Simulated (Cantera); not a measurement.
A closed system holds: 1 mol BF3, 0.48 mol H2O, 11 mol N2, equilibrated at 950 K and 45.0 mbar.

Method: chemical equilibrium by Gibbs-energy minimisation in Cantera with the NASA 1993 tables (ideal gas, pure condensed phases). Candidate condensed phases: B, BN, B2O3, B3O3H3, H2O; 62 gas species. Rates play no part.

Base state: N2 0.876, BF3 0.0618, HF 0.0358, H2O 0.0203, B3O3F3 0.00592, BOF 4.56e-5, (HBO2)3 2.16e-5 (mole fractions); condensed: gas only.

Question: What changes in the equilibrium state with this change: temperature from 950 K to 1800 K?

Answer: 
```csv
species,before,after
N2,0.876,0.849
HF,0.0358,0.0738
BF3,0.0618,0.0402
BOF,4.56e-5,0.0369
H2O,0.0203,9.04e-5
B3O3F3,0.00592,2.03e-8
(HBO2)3,2.16e-5,<1e-9
BF2,<1e-9,1.85e-5
NO,3.34e-9,1.46e-5
```
The tables' values for BF2 are old estimates; treat these amounts as uncertain.
